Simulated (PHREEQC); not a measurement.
# Brine: speciation

A solution holds 2.1 mol KOH and 0.048 mol NaHCO3 per kg of water, at 20 °C. Closed to the air; pH follows from the charge balance.

Computed with PHREEQC (Pitzer model, pitzer.dat).

Each row changes one thing in this solution. Precipitation was switched off in this run.

| case | pH | ionic strength (mol/kgw) | HCO3- (mol/kgw) |
|---|---|---|---|
| as made | 14.57 | 2.20 | 9.53e-7 |
| KOH from 2.1 to 0.21 mol/kgw | 13.25 | 0.306 | 2.28e-5 |
| temperature from 20 to 45 °C | 13.78 | 2.20 | 3.74e-6 |
| NaHCO3 from 0.048 to 0.0432 mol/kgw | 14.57 | 2.19 | 8.56e-7 |
| KOH left out | 8.17 | 0.0487 | 0.0466 |
| KOH from 2.1 to 4.2 mol/kgw | 15.25 | 4.30 | 3.31e-7 |
| NaHCO3 from 0.048 to 0.0528 mol/kgw | 14.57 | 2.21 | 1.05e-6 |
| KOH replaced by K2CO3 at the same molality | 11.53 | 6.35 | 0.0490 |

Complexes and solids missing from the database can't appear. In brines, pH and single-ion activities rest on the MacInnes convention. Away from 25 °C the constants follow the database's enthalpies or fits; those with neither stay at their 25 °C values.
